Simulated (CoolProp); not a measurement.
A single-stage vapour-compression cycle with the fluid: evaporating at 237.15 K (dew point), condensing at 288.15 K (bubble point), superheat 8 K, subcooling 5 K, compressor efficiency 0.85, no pressure losses. The same conditions are run with several fluids, on thermodynamics alone (safety and materials aside).

The numbers come from the reference Helmholtz-energy equation of state of each fluid (sulfur hexafluoride: Guder 2009; R115: Lemmon 2016; propane: Lemmon 2009; R1336mzz(E): Akasaka 2023; R507A: Lemmon 2003; n-perfluorobutane: Gao 2022) in CoolProp. Blends and air are pseudo-pure fits.

Problem. Rank sulfur hexafluoride, R115, propane, R1336mzz(E), R507A, n-perfluorobutane by cooling COP, highest first.

Solution. propane (3.29), R1336mzz(E) (3.26), R507A (3.14), R115 (3.07), n-perfluorobutane (2.87), sulfur hexafluoride (2.80)

| fluid | pressure ratio | discharge temperature (K) | refrigerating effect (kJ/kg) | volumetric capacity (kJ/m³) |
|---|---|---|---|---|
| sulfur hexafluoride | 4.68 | 299.7 | 64.8 | 2020 |
| R115 | 5.90 | 294.8 | 83.7 | 773 |
| propane | 5.56 | 315.4 | 320 | 949 |
| R1336mzz(E) | 11.9 | 297.6 | 125 | 114 |
| R507A | 5.90 | 309.7 | 135 | 1150 |
| n-perfluorobutane | 9.47 | 288.1 | 64.3 | 154 |

The compression ends wet for: n-perfluorobutane.
